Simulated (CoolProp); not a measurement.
Vapour-liquid equilibrium of n-butane (1) + trans-2-butene (2) at 0.44 bar; x and y are mole fractions of (1).

Model: multi-fluid Helmholtz-energy mixture model, Bücker 2006 and Lemmon 2005; pair parameters Bell 2016, in CoolProp.

```tsv
x	bubble temperature (°C)	y at the bubble point	dew temperature at overall composition x (°C)	liquid density (mol/L)
0.05	-19.3	0.058	-19.3	11.51
0.2	-19.8	0.219	-19.7	11.38
0.35	-20.1	0.369	-20.1	11.25
0.5	-20.3	0.514	-20.3	11.12
0.65	-20.5	0.658	-20.5	10.99
0.8	-20.6	0.803	-20.6	10.87
0.95	-20.6	0.950	-20.6	10.75
```

No azeotrope shows between x = 0.05 and 0.95.

The pair parameters rest on a limited set of measurements; away from them the model extrapolates.
